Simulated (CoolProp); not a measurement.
m-xylene along the isotherm 346.85 °C: fugacity coefficient from the reference equation and from simpler models built on Tc = 343.7 °C, pc = 3535 kPa, ω = 0.326; each cubic takes its own stable root.

The numbers come from the reference Helmholtz-energy equation of state, Zhou 2012 in CoolProp.

| p (kPa) | phase | reference |
|---|---|---|
| 680 | gas | 0.9319 |
| 1360 | gas | 0.8655 |
| 2040 | gas | 0.8002 |
| 2720 | gas | 0.7352 |
| 3400 | gas | 0.6683 |
| 4080 | supercritical | 0.5877 |
| 4760 | supercritical | 0.5204 |
| 5440 | supercritical | 0.4695 |
| 6120 | supercritical | 0.4299 |
| 6800 | supercritical | 0.3982 |
| 7480 | supercritical | 0.3723 |
| 8160 | supercritical | 0.3509 |
| 8840 | supercritical | 0.3328 |

### Question
How far does each simpler model (Redlich-Kwong, Soave-Redlich-Kwong, Peng-Robinson) lie from the reference over these 13 states: mean and median of the absolute difference, and the worst?

### Answer
- Redlich-Kwong: mean 4.3 %, median 4.4 %, worst +8.2 % at 346.85 °C and 8840 kPa
- Soave-Redlich-Kwong: mean 4.6 %, median 4.8 %, worst +8.7 % at 346.85 °C and 8840 kPa
- Peng-Robinson: mean 1.0 %, median 0.7 %, worst +2.1 % at 346.85 °C and 8840 kPa
